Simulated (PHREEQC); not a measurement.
A made-up water analysis in mg/kgw, 75 °C, pH 7.72, pe 10.4: Na 25.7; K 4.37; Ca 9.57; Mg 53.3; Cl 92.7; S(6) as SO4 92.9; Alkalinity as HCO3 88.6; Sr 0.137; F 0.0531; Cd 0.376; B 0.0437; Si as SiO2 0.509.

Na is adjusted to close the charge balance.
Valence states are taken as typed.

Model: ion-association model, wateq4f.dat, run in PHREEQC.

```yaml
ionic_strength: 0.00782 mol/kgw
activity_of_water: 0.941
```

```json
[
 {"species": "O2", "molality": "3.44", "activity": "3.44", "log γ": "0.001"},
 {"species": "Cl-", "molality": "0.00261", "activity": "0.00236", "log γ": "-0.045"},
 {"species": "Mg+2", "molality": "0.00179", "activity": "0.00121", "log γ": "-0.170"},
 {"species": "HCO3-", "molality": "0.00135", "activity": "0.00122", "log γ": "-0.043"},
 {"species": "Na+", "molality": "0.00102", "activity": "0.000918", "log γ": "-0.044"},
 {"species": "SO4-2", "molality": "0.000602", "activity": "0.000403", "log γ": "-0.174"},
 {"species": "MgSO4", "molality": "0.000345", "activity": "0.000345", "log γ": "0.001"},
 {"species": "Ca+2", "molality": "0.000213", "activity": "0.000143", "log γ": "-0.172"},
 {"species": "K+", "molality": "0.000111", "activity": "0.000100", "log γ": "-0.045"},
 {"species": "CO2", "molality": "5.17e-5", "activity": "5.18e-5", "log γ": "0.001"},
 {"species": "MgHCO3+", "molality": "2.95e-5", "activity": "2.66e-5", "log γ": "-0.045"}
]
```

This is a speciation only: nothing precipitates in the calculation. Examples of supersaturated solids here: Otavite, Magnesite (slow to form). Others may be too. Species that the database lacks are ignored. Constants without temperature data keep their 25 °C values here. SiF6-2 is the database's only silicon fluoride. Real BF4- forms and hydrolyses slowly; the run takes it at equilibrium.
